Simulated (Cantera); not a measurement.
# Equilibrium for iron carbonyl, mercury and lead vapours: PbO + H2 + N2

Charge: 1 mol PbO, 2.6 mol H2, 1.6 mol N2.

These are equilibrium values from Cantera (NASA tables, ideal gas, pure condensed phases), not measurements of a reactor. Candidate condensed phases: H2O, Pb, PbO, PbO2, Pb3O4; 27 gas species. Rates play no part.

Stable condensed phases:

```
T in °C \ P in Pa
              10      32     100     320    1000    3200   10000   32000  100000  320000 1000000
    852        A       A       B       B       B       B       B       B       B       B       B
    802        A       A       B       B       B       B       B       B       B       B       B
    752        A       B       B       B       B       B       B       B       B       B       B
    702        B       B       B       B       B       B       B       B       B       B       B
    652        B       B       B       B       B       B       B       B       B       B       B
    602        B       B       B       B       B       B       B       B       B       B       B
    552        B       B       B       B       B       B       B       B       B       B       B
    502        B       B       B       B       B       B       B       B       B       B       B
    452        B       B       B       B       B       B       B       B       B       B       B
    402        B       B       B       B       B       B       B       B       B       B       B
```

A: gas only; B: Pb.
